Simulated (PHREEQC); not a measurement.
Solution (20 °C): 0.0025 mol HF per kg of water. Closed to the air; pH follows from the charge balance.

All values are PHREEQC results (ion-association model, phreeqc.dat), not measurements.

| quantity | before | after |
|---|---|---|
| pH | 2.99 | 3.17 |
| ionic strength (mol/kgw) | 0.00106 | 0.000696 |
| HF (mol/kgw) | 0.00143 | 0.00180 |
| F- (mol/kgw) | 0.00106 | 0.000691 |
| HF2- (mol/kgw) | 5.57e-6 | 5.39e-6 |

Problem. Name the change that produced these shifts.
A) 0.00069 mol/kgw NH3 added
B) HF from 0.0025 to 0.005 mol/kgw
C) temperature from 20 to 75 °C
D) HF from 0.0025 to 0.00275 mol/kgw
E) HF replaced by Cu(BF4)2 at the same molality

Solution. C, temperature from 20 to 75 °C

This is a speciation only: nothing precipitates in the calculation. Away from 25 °C the constants follow the database's enthalpies or fits; those with neither stay at their 25 °C values.
